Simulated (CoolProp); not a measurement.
Computed with CoolProp (reference Helmholtz-energy equation of state, Lemmon 2005).

Task: For R125, give the phase and the density (kg/m³), expansivity (1/kK), viscosity (µPa s), Prandtl number at 342.6 K and 3.49 MPa; 342.6 K and 7.95 MPa.

Result: 
- 342.6 K and 3.49 MPa: gas; density 284, expansivity 30.6, viscosity 20.4, Prandtl number 1.70
- 342.6 K and 7.95 MPa: supercritical; density 1020, expansivity 6.90, viscosity 94.2, Prandtl number 2.77

Viscosity comes from a separate model (Huber 2006). Thermal conductivity comes from a separate model (Perkins 2006).
